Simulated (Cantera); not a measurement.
# Pyrogenic steam for wet oxidation

A perfectly stirred reactor is fed with H2 : O2 : N2 = 1.1 : 1 : 1.3 (molar parts), equivalence ratio 0.55, at 0.345 atm; it is held at 1300 K, and followed from long to short residence time.

Model: the H2/O2 subset of GRI-Mech 3.0, which has no nitrogen chemistry, integrated in Cantera. The temperature is held fixed by assumption; the heat of reaction is taken as removed at once.

| τ (s) | x H2 | x O2 | x H | x H2O | x HO2 | x OH | x H2O2 |
|---|---|---|---|---|---|---|---|
| 8.6 | 3.74e-5 | 0.158 | 5.98e-7 | 0.386 | 1.35e-6 | 0.000207 | 2.00e-7 |
| 3.6 | 6.70e-5 | 0.158 | 1.44e-6 | 0.386 | 2.35e-6 | 0.000277 | 3.11e-7 |
| 1.5 | 0.000120 | 0.158 | 3.47e-6 | 0.386 | 4.08e-6 | 0.000370 | 4.75e-7 |
| 0.64 | 0.000212 | 0.158 | 8.20e-6 | 0.385 | 6.85e-6 | 0.000491 | 7.02e-7 |
| 0.27 | 0.000377 | 0.158 | 1.96e-5 | 0.385 | 1.13e-5 | 0.000654 | 1.02e-6 |
| 0.11 | 0.000683 | 0.158 | 4.84e-5 | 0.385 | 1.83e-5 | 0.000882 | 1.49e-6 |
| 0.047 | 0.00119 | 0.158 | 0.000114 | 0.384 | 2.73e-5 | 0.00118 | 2.08e-6 |
| 0.020 | 0.00206 | 0.158 | 0.000267 | 0.382 | 3.85e-5 | 0.00158 | 2.83e-6 |
| 0.0084 | 0.00356 | 0.158 | 0.000633 | 0.380 | 5.09e-5 | 0.00214 | 3.78e-6 |
x: mole fraction; the columns are a selection and need not sum to one.
